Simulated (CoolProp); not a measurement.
A simple Rankine cycle with the fluoroketone C6F12O (FK-5-1-12): condensing at 322.15 K, boiler at 1.09 MPa, turbine inlet 415.6 K, turbine efficiency 0.6, pump efficiency 0.8, no recuperator. Each further row changes one setting.

Computed with CoolProp (reference Helmholtz-energy equation of state, McLinden 2015).

```tsv
case	thermal efficiency (%)	net work (kJ/kg)	heat in (kJ/kg)	turbine exit temperature (K)	volume ratio over the turbine
as stated	7.5	12.0	161	387.7	…
turbine inlet 435.6 K	7.2	13.2	184	410.4	13.4
condensing temperature 314.15 K	8.1	13.7	…	…	19.9
boiler pressure 0.763 MPa	…	11.0	…	395.5	8.84
turbine efficiency 0.5	6.2	9.91	161	…	15.0
```

### Question
Complete the blanks.

### Answer

- as stated, volume ratio over the turbine: 14.9
- condensing temperature 314.15 K, heat in (kJ/kg): 170
- condensing temperature 314.15 K, turbine exit temperature (K): 385.6
- boiler pressure 0.763 MPa, thermal efficiency (%): 6.6
- boiler pressure 0.763 MPa, heat in (kJ/kg): 167
- turbine efficiency 0.5, turbine exit temperature (K): 389.9
